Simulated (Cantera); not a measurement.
Feed: 1 mol HMDSO, 0.1 mol H₂O, 20 mol N₂, equilibrated at 1100 °C and 0.170 bar.

These are equilibrium values from Cantera (NASA tables, ideal gas, pure condensed phases), not measurements of a reactor. Candidate condensed phases: C, C₆H₆, C₇H₈, C₈H₁₈, H₂O, Si, SiC, SiO₂, Si₂N₂O, Si₃N₄; 151 gas species. The feed counts by its element totals alone. N₂ is the only nitrogen source here; it is nearly inert below about 1500 K, so the nitride shown seldom forms there in practice. Kinetics and transport are ignored.

Base state: N₂ 0.674, H₂ 0.322, CO 0.00355, HCN 0.000185, CH₄ 8.89e-5 (mole fractions); condensed: C(graphite) + Si₂N₂O(s).

Q: What changes in the equilibrium state with this change: H₂O from 0.1 to 0.13 mol?

A: 
```json
[
 {"species": "N₂", "before": "0.674", "after": "0.672"},
 {"species": "H₂", "before": "0.322", "after": "0.323"},
 {"species": "CO", "before": "0.00355", "after": "0.00460"},
 {"species": "CH₄", "before": "8.89e-5", "after": "8.91e-5"},
 {"species": "HCN", "before": "0.000185", "after": "0.000185"},
 {"species": "C(graphite), mol", "before": "5.89", "after": "5.86"},
 {"species": "Si₂N₂O(s), mol", "before": "1.000", "after": "1.000"}
]
```

Q: What changes in the equilibrium state with this change: temperature from 1100 °C to 477 °C?

A: 
| species | before | after |
|---|---|---|
| N₂ | 0.674 | 0.702 |
| H₂ | 0.322 | 0.261 |
| CH₄ | 8.89e-5 | 0.0371 |
| HCN | 0.000185 | 1.05e-8 |
| CO | 0.00355 | 8.39e-7 |
| NH₃ | 2.40e-6 | 9.71e-5 |
| C(graphite), mol | 5.89 | 4.99 |
| Si₂N₂O(s), mol | 1.000 | 0.967 |
| SiO₂(α-quartz), mol | 0 | 0.0666 |

Q: What changes in the equilibrium state with this change: temperature from 1100 °C to 1702 °C?

A: 
```
species            before     after
----------------  -------  --------
N₂                  0.674     0.659
H₂                  0.322     0.297
CO                0.00355    0.0361
SiO               6.55e-8  0.000317
H                 4.60e-6   0.00181
C₂H₂ (acetylene)  5.58e-7  0.000193
HNC               1.99e-6  0.000320
C(graphite), mol     5.89      2.72
Si₂N₂O(s), mol      1.000         0
SiC(s), mol             0      1.99
```
